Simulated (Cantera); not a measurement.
Charge: 1 mol MgCO3, 0.022 mol C, 1.3 mol H2O, at 850 K and 1.33 mbar.

Cantera equilibrium calculation (NASA polynomials, part measured and part estimated; ideal gas, pure solids and liquids). Candidate condensed phases: C, C6H6, C7H8, C8H18, H2O, Mg, MgCO3, MgO, Mg(OH)2; 116 gas species. Equilibrium is a limit: real reactors are often held back by kinetics, nucleation or transport.

Task: What is the equilibrium state?

Result: 
```
Item                                        Value
--------------------------------------  ---------
x(H2O)                                      0.545
x(CO2)                                      0.436
x(H2)                                      0.0150
x(CO)                                     0.00394
n(MgO(s))                                1.00 mol
gas amount                              2.322 mol
log10 activity of MgCO3(s) (absent)         -5.02
log10 activity of C(graphite) (absent)      -5.99
log10 activity of Mg(s) (absent)           -20.54
```
